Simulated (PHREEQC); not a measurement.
**Acid rinse or clean (model solution)**

Dissolve 0.0029 mol HF, 0.06 mol CuSO4 and 0.011 mol MnSO4 per kg of water at 70 °C. Closed to the air; pH follows from the charge balance.

Equilibrium calculation in PHREEQC: ion-association model, phreeqc.dat.

This is a speciation only: nothing precipitates in the calculation.

Q: Estimate the pH.

A: pH 3.49.

Q: In which forms is Cu present?

A: Cu+2 52 %, CuSO4 47 %, CuF+ 0.6 % of the Cu.

Away from 25 °C the constants follow the database's enthalpies or fits; those with neither stay at their 25 °C values.
